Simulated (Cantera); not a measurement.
## Si + NF3 + N2 (silicon etching in halogen gases)

A closed system holds: 1 mol Si, 0.7 mol NF3, 53 mol N2, at 923.15 K and 5.18 Torr.

Equilibrium computed with Cantera from the NASA thermochemical tables; the gas is ideal and each condensed phase is pure. Candidate condensed phases: Si, Si3N4; 16 gas species. Equilibrium is a limit: real reactors are often held back by kinetics, nucleation or transport.

```json
{
 "x(N2)": "0.990",
 "x(SiF4)": "0.00980",
 "n(Si3N4(s))": "0.158 mol",
 "gas_amount": "53.56 mol",
 "log10 activity of Si(s) (absent)": "-6.83"
}
```
